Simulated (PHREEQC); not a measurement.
Make-up at 25 °C: 1.5 mmol/kgw Cu(BF4)2, 32 mmol/kgw HNO3, 130 mmol/kgw KCl and 11 mmol/kgw Na2CO3. Closed to the air; pH follows from the charge balance.

All values are PHREEQC results (ion-association model, wateq4f.dat), not measurements.

No solid was allowed to form.

Q: Predict the pH.

A: pH 2.12.

Q: In which forms is Cu present?

A: Cu+2 89 %, CuCl+ 11 % of the Cu.

Species that the database lacks are ignored. Real BF4- forms and hydrolyses slowly; the run takes it at equilibrium.
